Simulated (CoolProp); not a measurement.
Vapour-liquid equilibrium of n-octane (1) + o-xylene (2) at 0.0758 bar; x and y are mole fractions of (1).

Computed with CoolProp (multi-fluid Helmholtz-energy mixture model, Beckmüller 2019 and Zhou 2012; pair parameters Bell 2016).

| x | bubble temperature, mixture model (°C) | bubble temperature, Raoult's law (°C) | y, mixture model | y, Raoult's law |
|---|---|---|---|---|
| 0.05 | 66.2 | 66.5 | (withheld) | 0.091 |
| 0.2 | 63.0 | 63.6 | (withheld) | 0.323 |
| 0.35 | 60.4 | 61.1 | 0.515 | 0.508 |
| 0.5 | (withheld) | 58.8 | (withheld) | 0.659 |
| 0.65 | 56.3 | 56.8 | 0.775 | 0.783 |
| 0.8 | (withheld) | 54.9 | 0.878 | 0.886 |
| 0.95 | (withheld) | 53.2 | 0.971 | 0.974 |

**Question.** Fill in the missing entries.

**Answer.** 
- 0.05, y, mixture model: 0.099
- 0.2, y, mixture model: 0.337
- 0.5, bubble temperature, mixture model (°C): 58.2
- 0.5, y, mixture model: 0.657
- 0.8, bubble temperature, mixture model (°C): 54.6
- 0.95, bubble temperature, mixture model (°C): 53.1

The largest gap from Raoult's law is -0.7 K in bubble temperature, at x = 0.35. No azeotrope shows between x = 0.05 and 0.95.

Pair parameters are fitted to limited data, so mixtures are less certain than the pure fluids.
